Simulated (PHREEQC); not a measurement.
Dissolve 0.071 mol HF, 0.1 mol (NH4)2SiF6, 0.077 mol H3PO4 and 0.31 mol H2SO4 per kg of water at 25 °C. Closed to the air; pH follows from the charge balance.

Equilibrium calculation in PHREEQC: ion-association model, phreeqc.dat.

Precipitation was switched off in this run.

Q: Order these S species by the share of S that they hold, largest first: HSO4-, NH4SO4-, SO4-2.

A: HSO4- (83 %), SO4-2 (13 %), NH4SO4- (4.2 %)

The pH is 0.56 and the ionic strength 0.693 mol/kgw. SiF6-2 is the database's only silicon fluoride.
